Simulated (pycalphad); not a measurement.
Computed with pycalphad from the COST 507 light-alloy database (1999), at 1 atm. No gas phase is included, though pure Mg would boil below 1650 K. The database dates from 1999; later assessments differ in places, in temperatures and in the compounds included. Kinetics are ignored, which matters at the lower temperatures.

Molar enthalpy of Al-0.84Si-11.66Mg (at.%) in equilibrium (SER reference):

| T (K) | H (kJ/mol) | phases |
|---|---|---|
| 1650 | 50.69 | LIQUID |
| 1575 | 48.29 | LIQUID |
| 1500 | 45.89 | LIQUID |
| 1425 | 43.48 | LIQUID |
| 1350 | 41.08 | LIQUID |
| 1275 | 38.68 | LIQUID |
| 1200 | 36.28 | LIQUID |
| 1125 | 33.88 | LIQUID |
| 1050 | 31.48 | LIQUID |
| 975 | 29.08 | LIQUID |
| 925 | 27.48 | LIQUID |
| 900 | 26.69 | LIQUID |
| 825 | 16.68 | FCC_A1 + LIQUID + MG2SI |
| 775 | 13.30 | FCC_A1 + MG2SI |
| 750 | 12.55 | FCC_A1 + MG2SI |
| 675 | 10.35 | FCC_A1 + MG2SI |
| 600 | 8.04 | FCC_A1 + ALMG_BETA + MG2SI |
| 525 | 5.58 | FCC_A1 + ALMG_BETA + MG2SI |
| 450 | 3.32 | FCC_A1 + ALMG_BETA + MG2SI |
| 375 | 1.22 | FCC_A1 + ALMG_BETA + MG2SI |

Cooling from 900 K to 775 K, across the freezing range, releases 13.4 kJ/mol, or 502 J/g. The slope is 32 J/(mol K) in the liquid and 30 J/(mol K) just below the solidus, where it includes any heat of precipitation. Liquidus 876 K, solidus 787 K. Changes were sought between steps of 25 K, so a narrower field can be missed.

Database names, with the compositions (at.%) that they take in these runs: MG2SI: Mg 67 Si 33; ALMG_BETA: Al 61 Mg 39. FCC_A1 is fcc.
